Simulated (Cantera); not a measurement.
Ignition delay

Mixture: 8.30 % CH₄, 0.290 % C₂H₆, 14.7 % O₂, 55.2 % N₂, 21.6 % H₂O, at 5.00 bar, adiabatic and at constant volume. Ignition delay is the time to a rise of 400 K.

Model: GRI-Mech 3.0 (53 species, 325 reactions), integrated in Cantera.

```json
[
 {"T0 (K)": "1123", "delay (ms)": "11.3"},
 {"T0 (K)": "1198", "delay (ms)": "5.14"},
 {"T0 (K)": "1273", "delay (ms)": "2.46"},
 {"T0 (K)": "1348", "delay (ms)": "1.19"},
 {"T0 (K)": "1423", "delay (ms)": "0.575"},
 {"T0 (K)": "1498", "delay (ms)": "0.277"},
 {"T0 (K)": "1573", "delay (ms)": "0.135"},
 {"T0 (K)": "1648", "delay (ms)": "0.0682"},
 {"T0 (K)": "1723", "delay (ms)": "0.0364"},
 {"T0 (K)": "1798", "delay (ms)": "0.0207"}
]
```

The apparent activation energy between 1648 and 1798 K comes out as 200 kJ/mol.
